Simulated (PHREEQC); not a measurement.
A solution holds 0.069 mol/kgw HF, 7.8e-05 mol/kgw NH4HF2 and 0.00013 mol/kgw (NH4)2SiF6, at 25 °C. Closed to the air; pH follows from the charge balance.

The numbers come from PHREEQC with the ion-association model, phreeqc.dat.

Problem. The ionic strength comes out as 0.00811 mol/kgw. What activity coefficients do HF2-, F-, H+, SiF6-2, NH4+ get?

Solution. HF2- 0.91, F- 0.91, H+ 0.92, SiF6-2 0.69, NH4+ 0.91.

Precipitation was switched off in this run. Complexes and solids missing from the database can't appear. SiF6-2 is the database's only silicon fluoride.
